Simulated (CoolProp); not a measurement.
Model: reference Helmholtz-energy equation of state, Lemmon 2013, in CoolProp.

### Question
Give the vapour pressure (MPa), vapour Z, surface tension (mN/m) of saturated propylene at 248, 253.9 K.

### Answer
| T (K) | p (MPa) | vapour Z | surface tension (mN/m) |
|---|---|---|---|
| 248 | 0.254 | 0.931 | 13.6 |
| 253.9 | 0.314 | 0.920 | 12.8 |

Surface tension comes from a separate correlation (Mulero 2012).
